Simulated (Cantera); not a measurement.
Charge: 1 mol HMDSO, 0.14 mol NO, 0.11 mol N2O, at 1550 °C and 40.0 Pa.

Equilibrium computed with Cantera from the NASA thermochemical tables; the gas is ideal and each condensed phase is pure. The feed counts by its element totals alone. Rates play no part.

```json
[
 {"species": "H2", "before": "0.843", "after": "0.991"},
 {"species": "CO", "before": "0.118", "after": "0.00864"},
 {"species": "CH4", "before": "2.03e-7", "after": "1.41e-5"},
 {"species": "H", "before": "0.0199", "after": "1.29e-6"},
 {"species": "N2", "before": "0.0167", "after": "5.60e-6"},
 {"species": "SiO", "before": "0.000699", "after": "1.70e-6"},
 {"species": "Si", "before": "0.000295", "after": "<1e-9"},
 {"species": "HNC", "before": "3.25e-5", "after": "<1e-9"},
 {"species": "HCN", "before": "0.000813", "after": "5.24e-8"},
 {"species": "C2H2 (acetylene)", "before": "0.000178", "after": "1.32e-8"},
 {"species": "C(graphite), mol", "before": "2.76", "after": "4.78"},
 {"species": "SiC(s), mol", "before": "1.99", "after": "1.14"},
 {"species": "SiO2(β-quartz), mol", "before": "0", "after": "0.496"},
 {"species": "Si2N2O(s), mol", "before": "0", "after": "0.180"}
]
```
Gas species are given as mole fractions.

Problem. What was changed between the two runs?
(A) HMDSO replaced by TEOS
(B) temperature from 1550 °C to 400 °C
(C) temperature from 1550 °C to 827 °C
(D) temperature from 1550 °C to 1175 °C

Solution. C, temperature from 1550 °C to 827 °C. Mutual solubility and eutectic melting of coexisting phases are not modelled
